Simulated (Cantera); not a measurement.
A closed system holds: 1 mol SiH2Cl2, 0.39 mol HCl, 5.8 mol N2, held at 900 K and 46.0 mbar.

Equilibrium computed with Cantera from the NASA thermochemical tables; the gas is ideal and each condensed phase is pure. Candidate condensed phases: NH4Cl, Si, Si3N4; 28 gas species. N2 is the only nitrogen source here; it is nearly inert below about 1500 K, so the nitride shown seldom forms there in practice. Rates play no part.

Base state: N2 0.715, HCl 0.175, H2 0.0734, SiCl4 0.0367, SiHCl3 4.37e-5 (mole fractions); condensed: Si3N4(s).

Task: What changes in the equilibrium state with this change: N2 from 5.8 to 47 mol?

Result: 
```json
[
 {"species": "N2", "before": "0.715", "after": "0.955"},
 {"species": "HCl", "before": "0.175", "after": "0.0338"},
 {"species": "H2", "before": "0.0734", "after": "0.00768"},
 {"species": "SiCl4", "before": "0.0367", "after": "0.00384"},
 {"species": "SiHCl3", "before": "4.37e-5", "after": "2.48e-6"},
 {"species": "Si3N4(s), mol", "before": "0.242", "after": "0.271"}
]
```
